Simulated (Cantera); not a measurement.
BF₃ + N₂ + O₂ (boron, boron nitride and boron oxide)

Input: 1 mol BF₃, a varied amount of N₂, 0.48 mol O₂, held at 1950 K and 7.80 mbar.

Cantera equilibrium calculation (NASA polynomials, part measured and part estimated; ideal gas, pure solids and liquids). Candidate condensed phases: B, BN, B₂O₃; 31 gas species. The tables' values for BF₂ are old estimates; treat these amounts as uncertain. Equilibrium is a limit: real reactors are often held back by kinetics, nucleation or transport.

From 0.51 mol N₂ to 39 mol N₂ nothing is condensed. The main B-bearing gas is BF₃ throughout.

```
n(N₂) (mol)   x N₂   x BF₃     x O₂      x F    x BOF     x NO
-----------  -----  ------  -------  -------  -------  -------
0.51         0.251   0.488    0.231   0.0161  0.00801  0.00393
0.94         0.382   0.401    0.189   0.0146  0.00726  0.00439
1.7          0.527   0.305    0.143   0.0127  0.00633  0.00449
3.3          0.682   0.202   0.0941   0.0104  0.00515  0.00414
6            0.795   0.129   0.0593  0.00824  0.00410  0.00355
11           0.875  0.0765   0.0348  0.00634  0.00316  0.00285
21           0.929  0.0420   0.0187  0.00468  0.00233  0.00215
39           0.960  0.0229  0.00991  0.00344  0.00172  0.00159
```
x: gas mole fraction; nothing condenses.
